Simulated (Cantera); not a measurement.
Charge: 1 mol Si, 21 mol HCl, 13 mol H2, equilibrated at 13.3 mbar.

These are equilibrium values from Cantera (NASA tables, ideal gas, pure condensed phases), not measurements of a reactor. Candidate condensed phases: Si; 19 gas species. Rates play no part.

Problem. At 850 K, list the 4 most abundant gas species with their mole fractions, and the condensed phases.

Solution. HCl 0.515, H2 0.455, SiCl4 0.0303, SiHCl3 4.43e-5. Condensed: gas only.
